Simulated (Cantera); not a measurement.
What does this Cantera script print?

```python
import numpy as np
import cantera as ct

gas = ct.Solution("gri30.yaml")
gas.TPX = 1600, 1000000, {'CH4': 1, 'CO2': 0.98}
reactor = ct.IdealGasConstPressureReactor(gas, energy="off", clone=False)
net = ct.ReactorNet([reactor])
net.rtol, net.atol = 1e-08, 1e-18
show = ['CH4', 'CO2', 'HO2', 'C2H', 'C2H6', 'OH']
times = np.geomspace(0.0006, 30, 15)

steps = ct.SolutionArray(gas, extra=["t"])
rows = []
print(f"{'t/s':>10s}{'T/K':>9s}{'P/Pa':>11s}" + "".join(f"{s:>11s}" for s in show))
for t in times:
    while net.time < t:
        t_next = net.step()
        steps.append(gas.state, t=t_next)
    rows.append([np.interp(t, steps.t, y) for y in (steps.T, steps.P, *steps(*show).X.T)])
    print(f"{t:10.3e}{rows[-1][0]:9.1f}{rows[-1][1]:11.4g}" + "".join(f"{x:11.3e}" for x in rows[-1][2:]))
rate = np.gradient(steps.T, steps.t)
print("integrator steps:", len(steps.t))
if steps.T.max() > steps.T[0] + 200:
    print(f"time of steepest temperature rise: {steps.t[rate.argmax()]:.4e} s")
gas.TPX = 1600, 1000000, {'CH4': 1, 'CO2': 0.98}
gas.equilibrate("TP")
print(f"equilibrium (TP): T = {gas.T:.1f} K  " + "  ".join(f"{s} {gas[s].X[0]:.3e}" for s in show))
```

It prints:

```
       t/s      T/K       P/Pa        CH4        CO2        HO2        C2H       C2H6         OH
 6.000e-04   1600.0      1e+06  4.880e-01  4.922e-01  1.021e-15  8.694e-11  2.997e-03  5.412e-09
 1.300e-03   1600.0      1e+06  4.652e-01  4.853e-01  2.309e-15  4.996e-10  2.879e-03  1.220e-08
 2.815e-03   1600.0      1e+06  4.222e-01  4.675e-01  4.998e-15  1.761e-09  1.939e-03  2.526e-08
 6.096e-03   1600.0      1e+06  3.556e-01  4.304e-01  9.563e-15  3.958e-09  1.158e-03  5.013e-08
 1.320e-02   1600.0      1e+06  2.692e-01  3.628e-01  1.483e-14  6.669e-09  6.685e-04  9.996e-08
 2.860e-02   1600.0      1e+06  1.762e-01  2.559e-01  1.679e-14  1.022e-08  3.833e-04  1.975e-07
 6.194e-02   1600.0      1e+06  1.069e-01  1.490e-01  1.371e-14  1.364e-08  2.261e-04  3.150e-07
 1.342e-01   1600.0      1e+06  8.750e-02  1.060e-01  9.487e-15  1.271e-08  1.852e-04  3.215e-07
 2.906e-01   1600.0      1e+06  9.108e-02  8.808e-02  5.626e-15  8.949e-09  1.780e-04  2.551e-07
 6.294e-01   1600.0      1e+06  9.235e-02  6.808e-02  2.872e-15  5.434e-09  1.571e-04  1.870e-07
 1.363e+00   1600.0      1e+06  8.718e-02  4.847e-02  1.309e-15  2.878e-09  1.207e-04  1.297e-07
 2.953e+00   1600.0      1e+06  7.544e-02  3.238e-02  5.547e-16  1.356e-09  7.928e-05  8.645e-08
 6.395e+00   1600.0      1e+06  5.993e-02  2.071e-02  2.236e-16  5.864e-10  4.497e-05  5.599e-08
 1.385e+01   1600.0      1e+06  4.422e-02  1.279e-02  8.561e-17  2.389e-10  2.255e-05  3.518e-08
 3.000e+01   1600.0      1e+06  3.069e-02  7.585e-03  3.037e-17  9.325e-11  1.024e-05  2.120e-08
integrator steps: 1957
equilibrium (TP): T = 1600.0 K  CH4 6.653e-03  CO2 4.221e-04  HO2 9.647e-20  C2H 3.178e-12  C2H6 4.392e-07  OH 1.216e-09
```

Computed with Cantera and GRI-Mech 3.0 (53 species, 325 reactions).
